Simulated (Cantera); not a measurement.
Input: 1 mol SiC, 0.62 mol N2O, 3.9 mol N2, held at 1525 K and 0.110 bar.

Cantera equilibrium calculation (NASA polynomials, part measured and part estimated; ideal gas, pure solids and liquids). Candidate condensed phases: C, Si, SiC, SiO2, Si2N2O, Si3N4; 34 gas species. Equilibrium is a limit: real reactors are often held back by kinetics, nucleation or transport.

Task: What is the equilibrium state?

Result: 
```
Property                             Result
--------------------------------  ---------
x(N2)                                 0.971
x(CO)                                0.0290
x(SiO)                              8.99e-6
n(C(graphite))                    0.880 mol
n(Si2N2O(s))                      0.500 mol
gas amount                        4.140 mol
log10 activity of Si(s) (absent)      -2.94
```
